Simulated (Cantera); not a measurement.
Input: 1 mol HMDSO, 0.48 mol CO₂, 2.3 mol H₂, equilibrated at 1700 K and 1000 Pa.

These are equilibrium values from Cantera (NASA tables, ideal gas, pure condensed phases), not measurements of a reactor. The feed counts by its element totals alone. The numbers say what is thermodynamically allowed, not how fast it happens.

```
species             before     after
----------------  --------  --------
H₂                   0.851     0.852
CO                   0.147     0.147
SiO               0.000602  0.000603
H                  0.00136  0.000372
CH₄                7.93e-6  0.000106
C₂H₂ (acetylene)   6.25e-5   6.25e-5
C(graphite), mol      2.53      2.53
SiC(s), mol           1.99      1.99
```
Gas species are given as mole fractions.

What was changed between the two runs?
A) CO₂ from 0.48 to 5.3 mol
B) pressure from 1000 Pa to 9.80 Pa
C) temperature from 1700 K to 1800 K
D) pressure from 1000 Pa to 13300 Pa

D, pressure from 1000 Pa to 13300 Pa
